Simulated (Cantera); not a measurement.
# Adiabatic ignition

An adiabatic, constant-volume homogeneous reactor starts with 0.972 % CH4, 0.0457 % C2H6, 1.46 % C3H8, 6.26 % O2, 68.9 % N2, 22.4 % H2O, at 1323 K and 0.572 atm.

Detailed kinetics in Cantera: GRI-Mech 3.0 (53 species, 325 reactions). GRI-Mech 3.0 was tuned for natural gas; its chemistry of propane as a main component is partial and can be far from experiment.

```
t (s)     T (K)  P (bar)    x CH4    x C2H6   x C3H8      x CO     x CO2
--------  -----  -------  -------  --------  -------  --------  --------
6.00e-6    1323    0.580  0.00972  0.000457   0.0146  6.90e-10  1.60e-10
1.59e-5    1323    0.580  0.00972  0.000456   0.0145   1.45e-8   3.94e-9
4.19e-5    1322    0.580  0.00972  0.000459   0.0144   2.01e-7   6.07e-8
0.000111   1321    0.579  0.00974  0.000504   0.0142   2.84e-6   7.31e-7
0.000293   1320    0.579  0.00985  0.000748   0.0133   2.47e-5   3.80e-6
0.000775   1318    0.580   0.0101   0.00132   0.0112  0.000178   1.29e-5
0.00205    1332    0.591   0.0106   0.00201  0.00479   0.00233   7.37e-5
0.00541    2002    0.919   <1e-12    <1e-12   <1e-12    0.0214    0.0305
0.0143     2013    0.924   <1e-12    <1e-12   <1e-12    0.0215    0.0304
0.0378     2014    0.924   <1e-12    <1e-12   <1e-12    0.0215    0.0304
0.100      2014    0.924   <1e-12    <1e-12   <1e-12    0.0215    0.0304
```
x: mole fraction; the columns are a selection and need not sum to one.

| Quantity | Result |
|---|---|
| time of steepest temperature rise | 2.68 ms |
| temperature at 0.100 s | 2014 K |
| equilibrium temperature | 2014 K |
| x(CH4) at 0.100 s | <1e-12 (gas-phase equilibrium <1e-12) |
| x(C2H6) at 0.100 s | <1e-12 (gas-phase equilibrium <1e-12) |
| x(C3H8) at 0.100 s | <1e-12 (gas-phase equilibrium <1e-12) |
